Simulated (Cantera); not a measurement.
Charge: 1 mol BF3, 9 mol H2O, 1.6 mol H2, at 2200 K and 100 Torr.

Equilibrium computed with Cantera from the NASA thermochemical tables; the gas is ideal and each condensed phase is pure. Candidate condensed phases: B, B2O3, B3O3H3, H2O; 43 gas species. Equilibrium is a limit: real reactors are often held back by kinetics, nucleation or transport.

Base state: H2O 0.584, HF 0.202, H2 0.126, HBO2 0.0427, BOF 0.0349, H 0.00547, OH 0.00354, B2O3 0.000435 (mole fractions); condensed: gas only.

Task: What changes in the equilibrium state with this change: temperature from 2200 K to 1275 K?

Result: 
| species | before | after |
|---|---|---|
| H2O | 0.584 | 0.638 |
| HF | 0.202 | 0.204 |
| H2 | 0.126 | 0.133 |
| HBO2 | 0.0427 | 0.00496 |
| BOF | 0.0349 | 0.00527 |
| BF3 | 7.83e-6 | 0.0114 |
| (HBO2)3 | <1e-9 | 0.00167 |
| B3O3F3 | <1e-9 | 0.00156 |
| BO2 | 0.000312 | <1e-9 |
| B2O3(l), mol | 0 | 0.311 |
Gases not in the tables: H3BO3.

Task: What changes in the equilibrium state with this change: temperature from 2200 K to 823.15 K?

Result: 
```csv
species,before,after
H2O,0.584,0.696
H2,0.126,0.136
HF,0.202,0.108
BF3,7.83e-6,0.0465
(HBO2)3,<1e-9,0.0104
HBO2,0.0427,5.40e-7
BOF,0.0349,4.51e-7
H,0.00547,<1e-9
OH,0.00354,<1e-9
B3O3F3,<1e-9,0.00249
```

Task: What changes in the equilibrium state with this change: pressure from 100 Torr to 12.0 Torr?

Result: 
```tsv
species	before	after
H2O	0.584	0.568
HF	0.202	0.200
H2	0.126	0.126
H	0.00547	0.0158
OH	0.00354	0.00992
HBO2	0.0427	0.0415
BOF	0.0349	0.0346
O	0.000107	0.000866
O2	0.000210	0.00164
BO	5.07e-5	0.000147
F	7.55e-6	2.15e-5
BO2	0.000312	0.000874
```
